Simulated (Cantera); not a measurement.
**Thermodynamics of carbon deposition, reforming and gasification, feed C2H6 + NH3 + N2**

A closed system holds: 1 mol C2H6, 0.97 mol NH3, 1.2 mol N2, held at 9.90 bar.

Cantera equilibrium calculation (NASA polynomials, part measured and part estimated; ideal gas, pure solids and liquids). Candidate condensed phases: C, C6H6, C7H8, C8H18; 92 gas species. The numbers say what is thermodynamically allowed, not how fast it happens.

```
T (K)  log p H2  log p N2  log p CH4  log p HCN  log p C2H2 (acetylene)  log p H  log p HNC  n C(graphite)
-----  --------  --------  ---------  ---------  ----------------------  -------  ---------  -------------
1323       0.83      0.45      -0.51      -2.95                   -5.25    -5.38      -5.01           1.81
1523       0.85      0.44      -0.94      -2.26                   -4.08    -4.21      -4.00           1.93
1723       0.85      0.43      -1.29      -1.74                   -3.19    -3.31      -3.24           1.96
1923       0.85      0.43      -1.57      -1.33                   -2.49    -2.60      -2.64           1.95
2123       0.85      0.43      -1.80      -1.00                   -1.93    -2.02      -2.15           1.91
2323       0.85      0.42      -2.00      -0.73                   -1.47    -1.54      -1.75           1.82
2523       0.84      0.40      -2.17      -0.51                   -1.09    -1.14      -1.43           1.67
```
log p: log10 of the partial pressure in bar; n: condensed amount in mol.

From 1323 K to 2523 K the condensed part is C(graphite). The main C-bearing gas is CH4 at 1323 K and HCN at 2523 K. The share of C in condensed phases is highest at 1723 K (97.8 %) and lowest at 2523 K (83.7 %).
